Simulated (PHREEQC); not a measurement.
Consider water at 25 °C with 0.001 mol FeCl3 per kg of water. It is in equilibrium with CO2 at log p = -3.4 (atm). Otherwise closed; pH follows from the charge balance.

The numbers come from PHREEQC with the ion-association model, phreeqc.dat.

Precipitation was switched off in this run.

Order these Fe species by the share of Fe that they hold, largest first: Fe+3, Fe2(OH)2+4, Fe(OH)2+, FeCl+2, FeOH+2.

FeOH+2 (64 %), Fe(OH)2+ (18 %), Fe+3 (13 %), Fe2(OH)2+4 (3.9 %), FeCl+2 (0.82 %)

The pH is 3.01 and the ionic strength 0.00416 mol/kgw. Saturation is exceeded, for instance for Hematite (slow to form), Goethite (slow to form); the values hold only as long as no solid forms.
